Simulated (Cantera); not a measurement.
A freely propagating, adiabatic, planar premixed flame of H₂ : O₂ : N₂ = 1 : 0.263 : 0.989 (molar parts), equivalence ratio 1.9, unburnt at 373 K and 100.0 Torr; multicomponent transport, grid criteria slope 0.08 and curve 0.16, no radiation.

Computed with Cantera and the H2/O2 subset of GRI-Mech 3.0, which has no nitrogen chemistry. Burning velocities carry a grid error of a few per cent, more on coarse grids.

Q: Predict: laminar burning velocity; thermal thickness; peak x(HO₂); peak x(H); peak x(OH).

A: 
- laminar burning velocity: 322 cm/s
- thermal thickness: 5.40 mm
- peak x(HO₂): 0.000105
- peak x(H): 0.115
- peak x(OH): 0.00440
